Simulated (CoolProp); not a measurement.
A simple Rankine cycle with R141b: condensing at 289.15 K, boiler at 0.579 MPa, turbine inlet 381.3 K, turbine efficiency 0.75, pump efficiency 0.7, no recuperator. Each further row changes one setting.

The numbers come from the reference Helmholtz-energy equation of state, Lemmon 2006 in CoolProp. It is a short technical equation, of lower accuracy than the large ones.

```csv
case,thermal efficiency (%),net work (kJ/kg),heat in (kJ/kg),turbine exit temperature (K),volume ratio over the turbine
as stated,13.5,39.9,296,322.2,9.68
turbine inlet 401.3 K,13.5,42.7,315,342.3,9.60
condensing temperature 281.15 K,14.7,45.0,305,315.2,13.2
boiler pressure 0.405 MPa,11.7,35.1,300,332.4,6.74
turbine efficiency 0.65,11.6,34.5,296,328.9,9.90
```
